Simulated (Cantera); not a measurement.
## Adiabatic ignition

An adiabatic, constant-pressure homogeneous reactor starts with 6.54 % H₂, 9.09 % O₂, 84.4 % N₂, at 1625 K and 1.00 bar.

Computed with Cantera and the H2/O2 subset of GRI-Mech 3.0, which has no nitrogen chemistry.

```
t (s)     T (K)      x H₂    x O₂    x HO₂     x OH       x H     x H₂O
--------  -----  --------  ------  -------  -------  --------  --------
5.00e-6    1625    0.0654  0.0909  7.94e-7  1.09e-6   3.30e-6   3.67e-6
1.20e-5    1625    0.0649  0.0906  6.05e-6  9.08e-5  0.000269  0.000366
2.86e-5    1684   0.00688  0.0564  1.31e-5  0.00714    0.0201    0.0452
6.84e-5    1812   0.00531  0.0561  1.00e-5  0.00766    0.0115    0.0514
0.000164   1936   0.00331  0.0568  6.57e-6  0.00713   0.00459    0.0577
0.000391   2021   0.00142  0.0581  3.34e-6  0.00521   0.00113    0.0627
0.000935   2061  0.000439  0.0591  1.58e-6  0.00305  0.000183    0.0655
0.00224    2073  0.000165  0.0596  1.22e-6  0.00191   4.17e-5    0.0664
0.00535    2075  0.000137  0.0596  1.20e-6  0.00174   3.13e-5    0.0665
0.0128     2075  0.000136  0.0596  1.20e-6  0.00174   3.13e-5    0.0665
0.0306     2075  0.000136  0.0596  1.20e-6  0.00174   3.13e-5    0.0665
0.0731     2075  0.000136  0.0596  1.20e-6  0.00174   3.13e-5    0.0665
0.175      2075  0.000136  0.0596  1.20e-6  0.00174   3.13e-5    0.0665
0.418      2075  0.000136  0.0596  1.20e-6  0.00174   3.13e-5    0.0665
1.00       2075  0.000136  0.0596  1.20e-6  0.00174   3.13e-5    0.0665
```
x: mole fraction; the columns are a selection and need not sum to one.

The time of steepest temperature rise comes out as 22.0 µs and the temperature at 1.00 s is 2075 K. The equilibrium temperature is 2075 K and the x(H₂) at 1.00 s is 0.000136 (gas-phase equilibrium 0.000136). The x(O₂) at 1.00 s is 0.0596 (gas-phase equilibrium 0.0596) and the x(HO₂) at 1.00 s comes out as 1.20e-6 (gas-phase equilibrium 1.20e-6).
